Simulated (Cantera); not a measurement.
An isothermal, constant-pressure homogeneous reactor starts with C2H6 : N2 = 1 : 3 (molar parts), at 1875 K and 1330 Pa.

Cantera simulation using GRI-Mech 3.0 (53 species, 325 reactions); the numbers are that mechanism's predictions, not measurements. GRI-Mech 3.0 stops at C3 and has no aromatics, soot or wall deposition, so with more carbon than oxygen in the feed, carbon stays in small species such as C2H2 where larger ones or solid carbon would form. Radical loss at walls, strong at low pressure, is not modelled.

Task: Predict: x(H2) at 20.0 s; x(CH4) at 20.0 s; x(CH2) at 20.0 s; x(HCN) at 20.0 s; x(C2H) at 20.0 s; x(C2H2) at 20.0 s.

Result: 
* **x(H2) at 20.0 s**: 0.331 (gas-phase equilibrium 0.331)
* **x(CH4) at 20.0 s**: 2.98e-5 (gas-phase equilibrium 2.71e-5)
* **x(CH2) at 20.0 s**: 7.02e-8 (gas-phase equilibrium 6.39e-8)
* **x(HCN) at 20.0 s**: 0.000121 (gas-phase equilibrium 0.133)
* **x(C2H) at 20.0 s**: 1.96e-5 (gas-phase equilibrium 1.17e-5)
* **x(C2H2) at 20.0 s**: 0.166 (gas-phase equilibrium 0.0996)
